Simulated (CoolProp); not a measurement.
A simple Rankine cycle with water: condensing at 331.15 K, boiler at 3.9 MPa, turbine inlet 527 K, turbine efficiency 0.75, pump efficiency 0.7, no recuperator. Each further row changes one setting.

Values from CoolProp's reference Helmholtz-energy equation of state, Wagner 2002.

```
case                             thermal efficiency (%)  net work (kJ/kg)  heat in (kJ/kg)  turbine exit temperature (K)  volume ratio over the turbine
-------------------------------  ----------------------  ----------------  ---------------  ----------------------------  -----------------------------
as stated                                          23.7               609             2570                         331.1                            133
turbine inlet 547 K                                23.8               628             2640                         331.1                            127
condensing temperature 323.15 K                    24.6               641             2610                         323.2                            190
boiler pressure 2.73 MPa                           22.5               592             2630                         331.1                           90.8
turbine efficiency 0.65                            20.5               527             2570                         331.1                            139
```

The expansion ends wet for: as stated; turbine inlet 547 K; condensing temperature 323.15 K; boiler pressure 2.73 MPa; turbine efficiency 0.65.
